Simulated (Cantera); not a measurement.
Charge: 1 mol Cr2O3, 1.3 mol H2, at 13.3 mbar.

Cantera equilibrium calculation (NASA polynomials, part measured and part estimated; ideal gas, pure solids and liquids). Candidate condensed phases: Cr, Cr2O3, H2O; 13 gas species. Mutual solubility and eutectic melting of coexisting phases are not modelled. Kinetics and transport are ignored.

At 1698 K, list the 4 most abundant gas species with their mole fractions, and the condensed phases.

H2 0.993, H2O 0.00392, Cr 0.00152, H 0.00125. Condensed: Cr(s) + Cr2O3(s).
